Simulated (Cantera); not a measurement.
A freely propagating, adiabatic, planar premixed flame of H₂ : O₂ : N₂ = 1 : 0.179 : 0.821 (molar parts), equivalence ratio 2.8, unburnt at 425 K and 8.88 atm; mixture-averaged transport, grid criteria slope 0.08 and curve 0.16, no radiation.

Computed with Cantera and the H2/O2 subset of GRI-Mech 3.0, which has no nitrogen chemistry. The hydrogen kinetics of GRI-Mech 3.0 are dated; newer H2 mechanisms differ, most at raised pressure. Burning velocities carry a grid error of a few per cent, more on coarse grids.

**Question.** What does this change do: inlet temperature 425 to 650 K?

**Answer.** 
```tsv
quantity	before	after
laminar burning velocity	239 cm/s	687 cm/s
thermal thickness	0.0340 mm	0.0329 mm
peak x(O)	0.000331	0.000727
peak x(H)	0.0156	0.0288
peak x(OH)	0.000585	0.00124
```

**Question.** What does this change do: inlet temperature 425 to 600 K?

**Answer.** 
| quantity | before | after |
|---|---|---|
| laminar burning velocity | 239 cm/s | 561 cm/s |
| thermal thickness | 0.0340 mm | 0.0326 mm |
| peak x(O) | 0.000331 | 0.000626 |
| peak x(H) | 0.0156 | 0.0256 |
| peak x(OH) | 0.000585 | 0.00107 |
